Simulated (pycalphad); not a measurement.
CALPHAD calculation (pycalphad, COST 507 light-alloy database (1999)), 1 atm. These are 1990s assessments: newer ones move some temperatures and phases. Diffusion is slow at the low end, where real alloys seldom reach equilibrium.

Molar enthalpy of Al-0.4482Si-0.1248C (wt.%) in equilibrium (SER reference):

```tsv
T (K)	H (kJ/mol)	phases
1850	58.39	LIQUID
1825	57.60	LIQUID
1800	56.81	LIQUID
1775	56.00	LIQUID + AL4C3
1700	53.26	LIQUID + AL4C3
1625	50.70	LIQUID + AL4C3
1550	48.24	LIQUID + AL4C3
1475	45.83	LIQUID + AL4C3
1400	43.43	LIQUID + AL4C3
1325	41.05	LIQUID + AL4C3
1250	38.67	LIQUID + AL4C3
1175	36.30	LIQUID + AL4C3
1100	33.92	LIQUID + AL4C3
1025	31.54	LIQUID + AL4C3
950	29.17	LIQUID + AL4C3
900	16.94	FCC_A1 + AL8SIC7
875	16.13	FCC_A1 + AL8SIC7
800	13.76	FCC_A1 + AL8SIC7
725	11.50	FCC_A1 + AL8SIC7
650	9.22	FCC_A1 + AL8SIC7 + DIAMOND_A4
575	7.05	FCC_A1 + AL8SIC7 + DIAMOND_A4
500	4.97	FCC_A1 + AL8SIC7 + DIAMOND_A4
```

Cooling from 1800 K to 900 K, across the freezing range, releases 39.9 kJ/mol, or 1480 J/g. The slope is 32 J/(mol K) in the liquid and 33 J/(mol K) just below the solidus, where it includes any heat of precipitation. Liquidus 1778 K, solidus 910 K. Changes were sought between steps of 25 K, so a narrower field can be missed.

Database names, with the compositions (at.%) that they take in these runs: AL4C3: Al 57 C 43; AL8SIC7: Al 50 C 44 Si 6. FCC_A1 is fcc; DIAMOND_A4 is diamond (Si).
